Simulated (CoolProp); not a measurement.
Vapour-liquid equilibrium of R1234yf (1) + R227EA (2) at -11.45 °C; x and y are mole fractions of (1).

Values from CoolProp's multi-fluid Helmholtz-energy mixture model, Lemmon 2022 and Lemmon 2016; pair parameters Bell 2016.

| x | bubble pressure (kPa) | y at the bubble point | dew pressure at overall composition x (kPa) | liquid density (mol/L) |
|---|---|---|---|---|
| 0.05 | 129.1 | 0.081 | 127.3 | 9.053 |
| 0.2 | 142.3 | 0.292 | 136.3 | 9.272 |
| 0.35 | 155.1 | 0.467 | 146.3 | 9.500 |
| 0.5 | 167.7 | 0.617 | 157.7 | 9.740 |
| 0.65 | 180.3 | 0.749 | 170.7 | 9.990 |
| 0.8 | 193.0 | 0.865 | 185.7 | 10.25 |
| 0.95 | 205.9 | 0.968 | 203.5 | 10.53 |

No azeotrope shows between x = 0.05 and 0.95.

Pair parameters are fitted to limited data, so mixtures are less certain than the pure fluids.
